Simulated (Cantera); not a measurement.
Input (Python, Cantera):

```python
import numpy as np
import cantera as ct

gas = ct.Solution("gri30.yaml")
gas.TPX = 973, 880, {'H2': 0.0051, 'O2': 1}
reactor = ct.IdealGasConstPressureReactor(gas, energy="off", clone=False)
net = ct.ReactorNet([reactor])
net.rtol, net.atol = 1e-08, 1e-18
show = ['H2', 'O2', 'H2O', 'O', 'H2O2', 'H']
times = np.geomspace(9e-06, 3, 11)

steps = ct.SolutionArray(gas, extra=["t"])
rows = []
print(f"{'t/s':>10s}{'T/K':>9s}{'P/Pa':>11s}" + "".join(f"{s:>11s}" for s in show))
for t in times:
    while net.time < t:
        t_next = net.step()
        steps.append(gas.state, t=t_next)
    rows.append([np.interp(t, steps.t, y) for y in (steps.T, steps.P, *steps(*show).X.T)])
    print(f"{t:10.3e}{rows[-1][0]:9.1f}{rows[-1][1]:11.4g}" + "".join(f"{x:11.3e}" for x in rows[-1][2:]))
rate = np.gradient(steps.T, steps.t)
print("integrator steps:", len(steps.t))
if steps.T.max() > steps.T[0] + 200:
    print(f"time of steepest temperature rise: {steps.t[rate.argmax()]:.4e} s")
gas.TPX = 973, 880, {'H2': 0.0051, 'O2': 1}
gas.equilibrate("TP")
print(f"equilibrium (TP): T = {gas.T:.1f} K  " + "  ".join(f"{s} {gas[s].X[0]:.3e}" for s in show))
```

It prints:

```
       t/s      T/K       P/Pa         H2         O2        H2O          O       H2O2          H
 9.000e-06    973.0        880  5.074e-03  9.949e-01  6.463e-18  2.654e-15  1.560e-20  1.335e-13
 3.210e-05    973.0        880  5.074e-03  9.949e-01  2.363e-16  3.178e-14  1.929e-19  4.538e-13
 1.145e-04    973.0        880  5.074e-03  9.949e-01  9.292e-15  3.590e-13  2.435e-18  1.379e-12
 4.084e-04    973.0        880  5.074e-03  9.949e-01  3.141e-13  3.295e-12  3.102e-17  3.160e-12
 1.457e-03    973.0        880  5.074e-03  9.949e-01  7.393e-12  2.297e-11  3.963e-16  6.185e-12
 5.196e-03    973.0        880  5.074e-03  9.949e-01  1.601e-10  2.104e-10  5.107e-15  2.550e-11
 1.853e-02    973.0        880  5.074e-03  9.949e-01  1.923e-08  1.755e-08  8.346e-14  1.697e-09
 6.611e-02    973.0        880  1.407e-03  9.921e-01  3.171e-03  2.351e-03  7.255e-08  4.407e-04
 2.358e-01    973.0        880  8.383e-06  9.930e-01  4.983e-03  1.789e-03  6.135e-09  6.490e-05
 8.411e-01    973.0        880  1.904e-06  9.944e-01  5.052e-03  4.338e-04  5.537e-09  7.594e-06
 3.000e+00    973.0        880  2.233e-07  9.948e-01  5.076e-03  5.548e-05  4.054e-09  3.473e-07
integrator steps: 1127
equilibrium (TP): T = 973.0 K  H2 2.092e-12  O2 9.949e-01  H2O 5.087e-03  O 7.242e-10  H2O2 9.398e-13  H 1.678e-14
```

Detailed kinetics in Cantera: GRI-Mech 3.0 (53 species, 325 reactions). Radical loss at walls, strong at low pressure, is not modelled.
